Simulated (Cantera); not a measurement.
Adiabatic ignition

An adiabatic, constant-volume homogeneous reactor starts with 6.38 % C₂H₄, 8.68 % O₂, 79.1 % N₂, 5.81 % H₂O, equivalence ratio 2.2, at 1325 K and 6.30 bar.

Cantera simulation using GRI-Mech 3.0 (53 species, 325 reactions); the numbers are that mechanism's predictions, not measurements. GRI-Mech 3.0 was tuned for natural gas; its chemistry of ethylene as a main component is partial and can be far from experiment.

```tsv
t (s)	T (K)	P (bar)	x C₂H₄	x O₂	x H₂O	x HCO	x HO₂	x CH₂	x C₂H
5.00e-6	1325	6.30	0.0638	0.0868	0.0581	3.34e-11	9.62e-9	<1e-12	<1e-12
1.95e-5	1325	6.30	0.0638	0.0868	0.0581	4.59e-10	2.49e-7	<1e-12	<1e-12
7.58e-5	2278	11.7	4.15e-5	0.000283	0.102	4.62e-7	1.20e-7	1.07e-5	4.90e-6
0.000295	2278	11.9	7.91e-6	2.61e-7	0.0842	2.19e-7	5.25e-10	2.45e-6	1.12e-6
0.00115	2271	11.9	9.70e-8	1.94e-7	0.0783	1.76e-7	3.59e-10	8.58e-8	1.60e-8
0.00447	2270	11.9	<1e-12	1.98e-7	0.0782	1.77e-7	3.69e-10	2.50e-12	<1e-12
0.0174	2271	11.9	<1e-12	1.99e-7	0.0782	1.77e-7	3.71e-10	2.20e-12	<1e-12
0.0678	2271	11.9	<1e-12	1.99e-7	0.0782	1.77e-7	3.72e-10	2.18e-12	<1e-12
0.264	2271	11.9	<1e-12	1.99e-7	0.0782	1.77e-7	3.72e-10	2.18e-12	<1e-12
1.03	2271	11.9	<1e-12	1.99e-7	0.0782	1.77e-7	3.72e-10	2.18e-12	<1e-12
4.00	2271	11.9	<1e-12	1.99e-7	0.0782	1.77e-7	3.72e-10	2.18e-12	<1e-12
```
x: mole fraction; the columns are a selection and need not sum to one.

```json
{
  "time_of_steepest_temperature_rise": "56.6 µs",
  "temperature at 4.00 s": "2271 K",
  "equilibrium_temperature": "2271 K",
  "x(C₂H₄) at 4.00 s": "<1e-12 (gas-phase equilibrium <1e-12)",
  "x(O₂) at 4.00 s": "1.99e-7 (gas-phase equilibrium 1.99e-7)",
  "x(H₂O) at 4.00 s": "0.0782 (gas-phase equilibrium 0.0782)"
}
```
